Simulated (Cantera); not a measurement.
Stirred combustor or abatement burner

A perfectly stirred reactor is fed with 12.5 % CH4, 1.02 % H2, 18.2 % O2, 68.3 % N2, equivalence ratio 1.4, at 9.30 bar; it is adiabatic with a 523 K inlet, and is followed from long to short residence time, starting on the burning branch (τ in s: 0.021, 0.0087, 0.0036, 0.0015, 0.00064, 0.00027, 0.00011, 4.6e-05, 1.9e-05).

Model: GRI-Mech 3.0 (53 species, 325 reactions), integrated in Cantera.

```csv
τ (s),T (K),x CH4,x H2,x O2,x CH2O,x C2H6,x CO2,x CH3
0.021,2151,0.000489,0.0602,0.000117,2.86e-6,7.18e-8,0.0429,6.10e-5
0.0087,2152,0.000940,0.0588,0.000268,6.06e-6,2.90e-7,0.0432,0.000124
0.0036,2152,0.00162,0.0564,0.000600,1.23e-5,9.93e-7,0.0435,0.000232
0.0015,2148,0.00253,0.0533,0.00130,2.37e-5,2.92e-6,0.0437,0.000399
0.00064,2137,0.00365,0.0498,0.00273,4.38e-5,7.72e-6,0.0432,0.000635
0.00027,2107,0.00529,0.0462,0.00583,8.24e-5,2.16e-5,0.0414,0.000973
0.00011,2003,0.00992,0.0415,0.0163,0.000198,0.000108,0.0345,0.00145
4.6e-5,523,0.125,0.0102,0.182,<1e-12,<1e-12,<1e-12,<1e-12
1.9e-5,523,0.125,0.0102,0.182,<1e-12,<1e-12,<1e-12,<1e-12
```
x: mole fraction; the columns are a selection and need not sum to one.
